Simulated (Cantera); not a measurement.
A freely propagating, adiabatic, planar premixed flame of H2 : O2 : N2 = 1 : 0.781 : 2.97 (molar parts), equivalence ratio 0.64, unburnt at 500 K and 0.220 bar; mixture-averaged transport, grid criteria slope 0.08 and curve 0.16, no radiation.

Detailed kinetics in Cantera: the H2/O2 subset of GRI-Mech 3.0, which has no nitrogen chemistry. Burning velocities carry a grid error of a few per cent, more on coarse grids. Lean hydrogen flames are cellular in practice and burn faster than this planar one.

Problem. What does this change do: H2 1 to 1.3 parts?

Solution. 
| quantity | before | after |
|---|---|---|
| laminar burning velocity | 317 cm/s | 407 cm/s |
| thermal thickness | 2.96 mm | 3.14 mm |
| peak x(OH) | 0.0119 | 0.0165 |
| peak x(HO2) | 0.000118 | 0.000118 |
| peak x(H2O2) | 9.14e-6 | 8.00e-6 |

Problem. What does this change do: inlet temperature 500 to 548 K?

Solution. 
| quantity | before | after |
|---|---|---|
| laminar burning velocity | 317 cm/s | 384 cm/s |
| thermal thickness | 2.96 mm | 3.09 mm |
| peak x(OH) | 0.0119 | 0.0127 |
| peak x(HO2) | 0.000118 | 0.000102 |
| peak x(H2O2) | 9.14e-6 | 5.17e-6 |
